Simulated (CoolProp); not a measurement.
Vapour-liquid equilibrium of toluene (1) + o-xylene (2) at 0.0187 MPa; x and y are mole fractions of (1).

Values from CoolProp's multi-fluid Helmholtz-energy mixture model, Lemmon 2006 and Zhou 2012; pair parameters Bell 2016.

**Question.** Give the bubble temperature and the first vapour's composition at x = 0.05, 0.425, 0.5. Is there an azeotrope?

**Answer.** x = 0.05: 361.0 K, y = 0.130; x = 0.425: 346.5 K, y = 0.702; x = 0.5: 344.3 K, y = 0.763. No azeotrope shows between x = 0.05 and 0.95.

Pair parameters are fitted to limited data, so mixtures are less certain than the pure fluids. The gap from Raoult's law changes sign with composition, which may be real or a fault of the pair parameters; it wasn't checked against measurements.
